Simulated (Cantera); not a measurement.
Charge: 1 mol TiO₂, 0.99 mol CO, 0.24 mol H₂, held at 13300 Pa.

These are equilibrium values from Cantera (NASA tables, ideal gas, pure condensed phases), not measurements of a reactor. Candidate condensed phases: C, C₆H₆, C₇H₈, C₈H₁₈, H₂O, Ti, TiC, TiO, TiO₂, Ti₂O₃, Ti₃O₅, Ti₄O₇; 113 gas species. Mutual solubility and eutectic melting of coexisting phases are not modelled. Condensed phases not in the tables: Magnéli phases beyond Ti₄O₇. The numbers say what is thermodynamically allowed, not how fast it happens.

log p: log10 of the partial pressure in bar; n: condensed amount in mol.

```
T (°C)  log p CO  log p H₂  log p CO₂  log p H₂O  log p H  log p OH  log p TiO₂  n TiO₂(rutile)  n Ti₄O₇(s)  n Ti₄O₇(l)
------  --------  --------  ---------  ---------  -------  --------  ----------  --------------  ----------  ----------
1025       -0.97     -1.59      -3.75      -4.12    -6.76    -11.18        <-12           0.991     0.00234           0
1125       -0.97     -1.59      -3.45      -3.73    -6.12     -9.97        <-12           0.980     0.00500           0
1225       -0.97     -1.59      -3.18      -3.39    -5.56     -8.91      -12.03           0.961     0.00976           0
1325       -0.97     -1.60      -2.95      -3.10    -5.07     -7.98      -10.68           0.929      0.0177           0
1425       -0.98     -1.61      -2.74      -2.84    -4.64     -7.17       -9.50           0.880      0.0300           0
1525       -0.98     -1.63      -2.55      -2.62    -4.27     -6.44       -8.45           0.807      0.0481           0
1625       -0.99     -1.65      -2.38      -2.43    -3.93     -5.79       -7.52           0.708      0.0731           0
1725       -1.00       [?]        [?]        [?]      [?]       [?]         [?]             [?]           0         [?]
1825       -1.04     -1.85      -1.81      -1.93    -3.44     -4.45       -5.96               0           0       0.250
1925       -1.04     -1.86      -1.82      -1.93      [?]       [?]         [?]               0           0       0.250
2025       -1.04     -1.88      -1.83      -1.92    -2.96     -3.80       -4.85               0           0       0.250
2125       -1.04     -1.89      -1.84      -1.92    -2.75     -3.52       -4.37               0           0       0.250
2225       -1.04     -1.91      -1.85      -1.93    -2.56     -3.26       -3.94               0           0       0.250
```

### Question
Fill in the missing entries.

### Answer

- 1925, log p H: -3.19
- 1925, log p OH: -4.11
- 1925, log p TiO₂: -5.38
- 1725, log p H₂: -1.73
- 1725, log p CO₂: -2.09
- 1725, log p H₂O: -2.15
- 1725, log p H: -3.66
- 1725, log p OH: -5.09
- 1725, log p TiO₂: -6.68
- 1725, n TiO₂(rutile): 0.439
- 1725, n Ti₄O₇(l): 0.140
